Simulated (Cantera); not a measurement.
Feed: 1 mol TEOS, 0.38 mol O2, 0.18 mol CO2, held at 2.20 mbar.

Equilibrium computed with Cantera from the NASA thermochemical tables; the gas is ideal and each condensed phase is pure. Candidate condensed phases: C, C6H6, C7H8, C8H18, H2O, Si, SiC, SiO2; 123 gas species. The feed counts by its element totals alone. Equilibrium is a limit: real reactors are often held back by kinetics, nucleation or transport. All values below are at 1325 °C.

Base state: H2 0.661, CO 0.337, SiO 0.000972, H 0.000922, C2H2 (acetylene) 1.78e-5 (mole fractions); condensed: C(graphite) + SiC(s).

### Question
What changes in the equilibrium state with this change: O2 from 0.38 to 2.8 mol?

### Answer
| species | before | after |
|---|---|---|
| H2 | 0.661 | 0.542 |
| CO | 0.337 | 0.444 |
| SiO | 0.000972 | 0.0126 |
| C2H2 (acetylene) | 1.78e-5 | <1e-9 |
| CO2 | 7.40e-8 | 0.000131 |
| H2O | 4.34e-7 | 0.000479 |
| C(graphite), mol | 2.09 | 0 |
| SiC(s), mol | 0.985 | 0 |
| SiO2(β-quartz), mol | 0 | 0.769 |
The tables hold silica as quartz up to 1696 K and as liquid above; real silica turns to tridymite and cristobalite and melts near 1996 K.
